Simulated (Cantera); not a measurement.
A counterflow diffusion flame at 2.80 bar, nozzles 20 mm apart: fuel side 100 % CH4 at 450 K, oxidiser side 23.0 % O2, 77.0 % N2 at 625 K, fuel mass flux 0.99 times the oxidiser's; mixture-averaged transport, no radiation.

Detailed kinetics in Cantera: GRI-Mech 3.0 (53 species, 325 reactions). GRI-Mech 3.0 has no aromatics or soot, which form on the fuel side of real flames. The maximum strain rate includes the flame's own expansion and is several times the mean.

x: mole fraction; the columns are a selection and need not sum to one.

| oxidiser flux (kg/m²/s) | max strain (1/s) | mean strain (1/s) | T max (K) | peak x OH | peak x H | peak x NO | peak x CO | peak x C2H2 |
|---|---|---|---|---|---|---|---|---|
| 0.7 | 250 | 51.3 | 2381 | 0.00974 | 0.00325 | 0.000566 | 0.0706 | 0.0202 |
| 0.95 | 330 | 69.6 | 2360 | 0.00991 | 0.00342 | 0.000516 | 0.0687 | 0.0195 |
| 1.3 | ___ | 95.3 | 2341 | 0.0101 | 0.00360 | 0.000475 | 0.0670 | 0.0187 |
| 1.7 | 561 | 125 | 2328 | 0.0102 | 0.00376 | 0.000446 | 0.0658 | 0.0181 |
| 2.3 | 740 | 169 | 2314 | 0.0104 | 0.00395 | 0.000413 | 0.0645 | 0.0173 |
| 3.2 | ___ | 235 | 2298 | 0.0104 | 0.00412 | ___ | 0.0632 | 0.0162 |
| 4.3 | 1310 | 315 | 2283 | 0.0104 | 0.00427 | 0.000339 | 0.0621 | 0.0151 |
| 5.8 | 1720 | 425 | 2268 | 0.0104 | 0.00440 | 0.000301 | 0.0612 | 0.0141 |
| 7.8 | 2260 | 572 | 2251 | 0.0102 | 0.00450 | 0.000260 | 0.0604 | 0.0130 |

Task: Some entries are withheld; supply them.

Result: 
- 1.3, max strain (1/s): 439
- 3.2, max strain (1/s): 1000
- 3.2, peak x NO: 0.000375
